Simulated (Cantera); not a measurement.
Cantera run:

```python
import numpy as np
import cantera as ct

gas_names = """
    B BH BH2 BH3 BN B2 H H2 N NH NH2 NH3 N2 N2H2 N2H4
""".split()
cond_names = """
    B(b) B(L) BN(s)
""".split()


# ... load() reads the species with a 1 bar reference pressure and builds the phases ...
atoms = {
    'borazine': {'B': 3, 'N': 3, 'H': 6},
    'N2': {'N': 2},
    'H2': {'H': 2},
}
top_T = {'BN(s)': 3200}  # K; cautious upper limits of use, not melting points


# ... equilibrate(T, P, feed) seeds the gas with the atoms and calls Mixture.equilibrate('TP', solver="vcs", rtol=1e-11, max_steps=5000) ...
results = []
feed = {'borazine': 1, 'N2': 2, 'H2': 180}  # mol
T = 1525  # K
P = 30  # Pa
mix = equilibrate(T, P, feed)
results.append((T, P, feed, dict(zip(mix.species_names, mix.species_moles))))
print(gas.report(threshold=1e-06))
for i in range(1, mix.n_phases):
    print(f"{mix.phase(i).name:16s} {mix.phase_moles(i):12.5e} mol")
```

Output:

```
       temperature   1525 K
          pressure   30 Pa
           density   5.4312e-06 kg/m^3
  mean mol. weight   2.2955 kg/kmol
   phase of matter   gas

                          1 kg             1 kmol
                     ---------------   ---------------
          enthalpy        1.6313e+07        3.7447e+07  J
   internal energy        1.0789e+07        2.4767e+07  J
           entropy        1.0808e+05         2.481e+05  J/K
    Gibbs function       -1.4851e+08        -3.409e+08  J
 heat capacity c_p             14144             32469  J/K
 heat capacity c_v             10522             24154  J/K

                      mass frac. Y      mole frac. X     chem. pot. / RT
                     ---------------   ---------------   ---------------
                 H        0.00059609         0.0013575           -13.388
                H2           0.86755           0.98784           -26.775
                N2           0.13185          0.010804           -38.703
     [  +12 minor]         4.065e-06        7.2657e-07

B(b)              0.00000e+00 mol
BN(s)             2.99987e+00 mol
```

Cantera equilibrium calculation (NASA polynomials, part measured and part estimated; ideal gas, pure solids and liquids). The feed counts by its element totals alone.
